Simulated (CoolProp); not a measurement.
R134a at 293.15 K and 0.337 MPa is throttled through a valve to 0.107 MPa with no heat exchange. Each further row changes one setting.

Values from CoolProp's reference Helmholtz-energy equation of state, Tillner-Roth 1994.

| case | temperature change (K) | final density (kg/m³) |
|---|---|---|
| as stated | [?] | [?] |
| outlet pressure 0.0321 MPa | [?] | [?] |
| outlet pressure 0.139 MPa | [?] | [?] |

### Question
What belongs in the gaps?

### Answer

- as stated, temperature change (K): -5.6
- as stated, final density (kg/m³): 4.68
- outlet pressure 0.0321 MPa, temperature change (K): -7.5
- outlet pressure 0.0321 MPa, final density (kg/m³): 1.39
- outlet pressure 0.139 MPa, temperature change (K): -4.9
- outlet pressure 0.139 MPa, final density (kg/m³): 6.11
